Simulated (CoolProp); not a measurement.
Vapour-liquid equilibrium of C2F6 (R116) (1) + propylene (2) at 245.6 K; x and y are mole fractions of (1).

Computed with CoolProp (multi-fluid Helmholtz-energy mixture model, Lemmon 2006 and Lemmon 2013; pair parameters Bell 2016).

Task: Give the bubble pressure and the first vapour's composition at x = 0.05, 0.5, 0.8. Is there an azeotrope?

Result: x = 0.05: 4.198 bar, y = 0.446; x = 0.5: 7.886 bar, y = 0.734; x = 0.8: 8.410 bar, y = 0.827. y crosses x between x = 0.8 and 0.95: the model has an azeotrope there.

The pair parameters rest on a limited set of measurements; away from them the model extrapolates. With so large a gap from Raoult's law the liquid may split in two, which this calculation doesn't test in full.
